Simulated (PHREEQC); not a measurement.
Dissolve 3.8 mol/kgw LiCl, 0.13 mol/kgw Na2SO4 and 3.2 mol/kgw KBr at 33 °C. Closed to the air; pH follows from the charge balance.

Computed with PHREEQC (Pitzer model, pitzer.dat).

This is a speciation only: nothing precipitates in the calculation.

Q: What activity of water, density does the model give?

A: activity of water 0.657; density 1.286 g/cm³.

The solution is supersaturated, for example in Sylvite, Arcanite, so a real one may precipitate; this is no full list.
